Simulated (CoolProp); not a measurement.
Vapour-liquid equilibrium of n-butane (1) + cis-2-butene (2) at 301.8 K; x and y are mole fractions of (1).

The numbers come from the multi-fluid Helmholtz-energy mixture model, Bücker 2006 and Lemmon 2005; pair parameters Bell 2016 in CoolProp.

```json
[
 {"x": "0.05", "bubble pressure, mixture model (bar)": "2.428", "bubble pressure, Raoult's law (bar)": "2.416", "y, mixture model": "0.060", "y, Raoult's law": "0.056"},
 {"x": "0.15", "bubble pressure, mixture model (bar)": "2.480", "bubble pressure, Raoult's law (bar)": "2.448", "y, mixture model": "0.173", "y, Raoult's law": "0.167"},
 {"x": "0.25", "bubble pressure, mixture model (bar)": "2.524", "bubble pressure, Raoult's law (bar)": "2.480", "y, mixture model": "0.279", "y, Raoult's law": "0.274"},
 {"x": "0.35", "bubble pressure, mixture model (bar)": "…", "bubble pressure, Raoult's law (bar)": "2.512", "y, mixture model": "…", "y, Raoult's law": "0.379"},
 {"x": "0.45", "bubble pressure, mixture model (bar)": "2.595", "bubble pressure, Raoult's law (bar)": "2.544", "y, mixture model": "0.478", "y, Raoult's law": "0.481"},
 {"x": "0.55", "bubble pressure, mixture model (bar)": "2.624", "bubble pressure, Raoult's law (bar)": "2.576", "y, mixture model": "0.574", "y, Raoult's law": "0.581"},
 {"x": "0.65", "bubble pressure, mixture model (bar)": "2.650", "bubble pressure, Raoult's law (bar)": "2.609", "y, mixture model": "0.669", "y, Raoult's law": "0.678"},
 {"x": "0.75", "bubble pressure, mixture model (bar)": "2.673", "bubble pressure, Raoult's law (bar)": "2.641", "y, mixture model": "0.764", "y, Raoult's law": "0.773"},
 {"x": "0.85", "bubble pressure, mixture model (bar)": "2.693", "bubble pressure, Raoult's law (bar)": "2.673", "y, mixture model": "0.858", "y, Raoult's law": "0.865"},
 {"x": "0.95", "bubble pressure, mixture model (bar)": "…", "bubble pressure, Raoult's law (bar)": "2.705", "y, mixture model": "0.953", "y, Raoult's law": "0.956"}
]
```

**Question.** What belongs in the gaps?

**Answer.** 
- 0.35, bubble pressure, mixture model (bar): 2.562
- 0.35, y, mixture model: 0.380
- 0.95, bubble pressure, mixture model (bar): 2.712

The largest gap from Raoult's law is +2.0 % in bubble pressure, at x = 0.45. No azeotrope shows between x = 0.05 and 0.95.

Pair parameters are fitted to limited data, so mixtures are less certain than the pure fluids.
